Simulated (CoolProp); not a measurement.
Properties of ethylene along the isotherm 249.5 K (Tc = 282.4 K, pc = 5042 kPa, ω = 0.087).

The numbers come from the reference Helmholtz-energy equation of state, Smukala 2000 in CoolProp.

```tsv
p (kPa)	phase	density (kg/m³)	isothermal compressibility (1/MPa)	fugacity coefficient
1050	gas	16.00	1.087	0.8986
2100	gas	38.42	?	0.7968
3150	liquid	428.2	0.01264	?
4200	liquid	?	0.01103	0.4516
5250	liquid	438.3	0.009822	0.3732
6300	liquid	442.6	0.008879	0.3212
7350	liquid	446.6	0.008119	0.2843
8400	liquid	450.2	0.007492	0.2567
9450	liquid	453.7	0.006963	0.2355
10500	liquid	456.9	0.006512	0.2186
11600	liquid	460.1	0.006104	0.2044
12600	liquid	462.8	0.005779	0.1938
```

**Question.** What belongs in the gaps?

**Answer.** 
- 2100, isothermal compressibility (1/MPa): 0.7127
- 3150, fugacity coefficient: 0.5826
- 4200, density (kg/m³): 433.5
